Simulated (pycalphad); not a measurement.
CALPHAD calculation (pycalphad, COST 507 light-alloy database (1999)), 1 atm. These are 1990s assessments: newer ones move some temperatures and phases. Kinetics are ignored, which matters at the lower temperatures.

Question: How does the equilibrium phase assembly of Al-0.5104Si-3.493C (wt.%) change on cooling from 1850 K to 500 K?

Answer: 
```csv
T (K),phases above,phases below
930.0,AL4C3 + liquid,AL4C3 + fcc + liquid
927.8,AL4C3 + fcc + liquid,AL4C3 + AL8SIC7 + fcc
```
Changes were sought between steps of 50 K, so a narrower field can be missed. At the top of the range, 1850 K, the alloy is not yet fully liquid: it holds liquid + AL4C3.

Database names, with the compositions (at.%) that they take in these runs: AL4C3: Al 57 C 43; AL8SIC7: Al 50 C 44 Si 6.
